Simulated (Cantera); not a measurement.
An adiabatic, constant-pressure homogeneous reactor starts with CH4 : CO : O2 : N2 = 1 : 0.22 : 1 : 3.78 (molar parts), equivalence ratio 2.1, at 1200 K and 67000 Pa. Integrator tolerance rtol = 1e-08.

Model: GRI-Mech 3.0 (53 species, 325 reactions), integrated in Cantera.

What does this change do: pressure from 67000 Pa to 1100000 Pa?


| quantity | before | after |
|---|---|---|
| time of steepest temperature rise | 0.125 s | 9.68 ms |
| temperature at 4.00 s | 2239 K | 2256 K |
| equilibrium temperature | 2239 K | 2256 K |
| x(CH4) at 4.00 s | 2.57e-11 (gas-phase equilibrium 2.90e-11) | 6.50e-9 (gas-phase equilibrium 7.29e-9) |
| x(CO) at 4.00 s | 0.153 (gas-phase equilibrium 0.153) | 0.153 (gas-phase equilibrium 0.153) |
| x(O2) at 4.00 s | 1.77e-6 (gas-phase equilibrium 1.77e-6) | 1.32e-7 (gas-phase equilibrium 1.32e-7) |
| x(NO2) at 4.00 s | 9.52e-11 (gas-phase equilibrium 9.52e-11) | 2.92e-11 (gas-phase equilibrium 2.92e-11) |
| x(CH2) at 4.00 s | <1e-12 (gas-phase equilibrium <1e-12) | 6.05e-12 (gas-phase equilibrium 6.75e-12) |
| x(C2H6) at 4.00 s | <1e-12 (gas-phase equilibrium <1e-12) | <1e-12 (gas-phase equilibrium <1e-12) |

What does this change do: 0.35 parts H2 added?


| quantity | before | after |
|---|---|---|
| time of steepest temperature rise | 0.125 s | 10.2 ms |
| temperature at 4.00 s | 2239 K | 2197 K |
| equilibrium temperature | 2239 K | 2197 K |
| x(CH4) at 4.00 s | 2.57e-11 (gas-phase equilibrium 2.90e-11) | 5.83e-11 (gas-phase equilibrium 6.64e-11) |
| x(CO) at 4.00 s | 0.153 (gas-phase equilibrium 0.153) | 0.149 (gas-phase equilibrium 0.149) |
| x(O2) at 4.00 s | 1.77e-6 (gas-phase equilibrium 1.77e-6) | 6.75e-7 (gas-phase equilibrium 6.75e-7) |
| x(NO2) at 4.00 s | 9.52e-11 (gas-phase equilibrium 9.52e-11) | 3.41e-11 (gas-phase equilibrium 3.41e-11) |
| x(CH2) at 4.00 s | <1e-12 (gas-phase equilibrium <1e-12) | <1e-12 (gas-phase equilibrium <1e-12) |
| x(C2H6) at 4.00 s | <1e-12 (gas-phase equilibrium <1e-12) | <1e-12 (gas-phase equilibrium <1e-12) |
